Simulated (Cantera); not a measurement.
Charge: 1 mol borazine, 1.4 mol H2O, 2.6 mol H2, equilibrated at 0.0100 bar.

These are equilibrium values from Cantera (NASA tables, ideal gas, pure condensed phases), not measurements of a reactor. Candidate condensed phases: B, BN, B2O3, B3O3H3, H2O; 39 gas species. The feed counts by its element totals alone. Mutual solubility and eutectic melting of coexisting phases are not modelled. Equilibrium is a limit: real reactors are often held back by kinetics, nucleation or transport.

Question: Which condensed phases are stable at each of these points (T (°C)): 777, 877, 977, 1077, 1177, 1277, 1377, 1477, 1577?

Answer: 
```json
[
 {"T (°C)": "777", "condensed phases": "BN(s) + B2O3(l)", "B condensed (%)": "100.0"},
 {"T (°C)": "877", "condensed phases": "BN(s) + B2O3(l)", "B condensed (%)": "100.0"},
 {"T (°C)": "977", "condensed phases": "BN(s) + B2O3(l)", "B condensed (%)": "99.9"},
 {"T (°C)": "1077", "condensed phases": "BN(s) + B2O3(l)", "B condensed (%)": "99.5"},
 {"T (°C)": "1177", "condensed phases": "BN(s) + B2O3(l)", "B condensed (%)": "98.1"},
 {"T (°C)": "1277", "condensed phases": "BN(s) + B2O3(l)", "B condensed (%)": "91.8"},
 {"T (°C)": "1377", "condensed phases": "BN(s)", "B condensed (%)": "65.9"},
 {"T (°C)": "1477", "condensed phases": "BN(s)", "B condensed (%)": "61.1"},
 {"T (°C)": "1577", "condensed phases": "BN(s)", "B condensed (%)": "56.7"}
]
```

From 777 °C to 1277 °C the condensed part is BN(s) + B2O3(l). From 1377 °C to 1577 °C the condensed part is BN(s).
